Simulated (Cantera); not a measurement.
Gas mixture: NO : H2O = 0.92 : 0.42 (molar parts), at 20.0 Torr, frozen composition.

Cantera's kinetic-theory transport with the Lennard-Jones parameters of GRI-Mech 3.0, ideal gas; thermal conductivity in the multicomponent form. Polar gases are described roughly by these parameters. The composition is frozen, though it would react at the higher temperatures.

D: mixture-averaged diffusion coefficient of that species in the mixture.

| T (K) | ρ (kg/m³) | cp (J/kg/K) | μ (µPa s) | λ (mW/m/K) | Pr | D (cm²/s) CO2 | D (cm²/s) NO | D (cm²/s) H |
|---|---|---|---|---|---|---|---|---|
| 400 | 0.0210 | 1193 | 20.4 | ? | 0.681 | 10.2 | 14.9 | 79.8 |
| 550 | 0.0153 | 1234 | 26.2 | ? | 0.672 | 18.2 | 26.9 | 141 |
| 700 | 0.0120 | 1286 | 31.6 | ? | 0.669 | 28.0 | 41.7 | 214 |
| 850 | 0.00990 | 1336 | 36.6 | ? | 0.669 | 39.3 | 58.8 | 298 |
| 1000 | 0.00842 | 1382 | 41.3 | ? | 0.669 | 52.0 | 78.2 | 393 |
| 1150 | 0.00732 | 1422 | 45.8 | ? | 0.669 | 66.1 | 99.5 | 498 |
| 1300 | 0.00647 | 1457 | 50.1 | ? | 0.670 | 81.4 | 123 | 612 |
| 1450 | 0.00580 | 1489 | 54.1 | ? | 0.670 | 97.9 | 148 | 734 |

Question: Fill in the missing entries.

Answer: 
- 400, λ (mW/m/K): 35.7
- 550, λ (mW/m/K): 48.2
- 700, λ (mW/m/K): 60.7
- 850, λ (mW/m/K): 73.1
- 1000, λ (mW/m/K): 85.4
- 1150, λ (mW/m/K): 97.3
- 1300, λ (mW/m/K): 109
- 1450, λ (mW/m/K): 120
